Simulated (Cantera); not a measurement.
Mixture: 34.0 % H₂, 9.99 % O₂, 56.0 % N₂, equivalence ratio 1.7, at 500000 Pa, adiabatic and at constant volume. Ignition delay is the time to a rise of 400 K.

Model: the H2/O2 subset of GRI-Mech 3.0, which has no nitrogen chemistry, integrated in Cantera. The hydrogen kinetics of GRI-Mech 3.0 are dated; newer H2 mechanisms differ, most at raised pressure.

**Question.** Predict: delay at 1050 K; delay at 1150 K; delay at 1250 K; delay at 1350 K; delay at 1450 K; delay at 1550 K; delay at 1650 K.

**Answer.** 
| Quantity | Result |
|---|---|
| delay at 1050 K | 2.46 ms |
| delay at 1150 K | 59.1 µs |
| delay at 1250 K | 12.2 µs |
| delay at 1350 K | 6.45 µs |
| delay at 1450 K | 4.19 µs |
| delay at 1550 K | 3.02 µs |
| delay at 1650 K | 2.35 µs |
